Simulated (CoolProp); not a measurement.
The fluid at 293.15 K and 0.526 MPa (gas) is heated at constant pressure to 440.9 K. The same conditions are run with several fluids, on thermodynamics alone (safety and materials aside).

Model: reference Helmholtz-energy equation of state of each fluid (R407C: Lemmon 2003; oxygen: Schmidt 1985; carbon monoxide: Lemmon 2006; nitrous oxide: Lemmon 2006; ethane: Bücker 2006), in CoolProp. Blends and air are pseudo-pure fits.

```
fluid            heat (kJ/kg)  final density (kg/m³)
---------------  ------------  ---------------------
R407C                     144                   12.6
oxygen                    139                    ___
carbon monoxide           155                    ___
nitrous oxide             142                    ___
ethane                    306                   4.36
```

Q: Fill in the missing entries.

A: 
- oxygen, final density (kg/m³): 4.59
- carbon monoxide, final density (kg/m³): 4.01
- nitrous oxide, final density (kg/m³): 6.36

Above 300 K oxygen's equation is extrapolated.
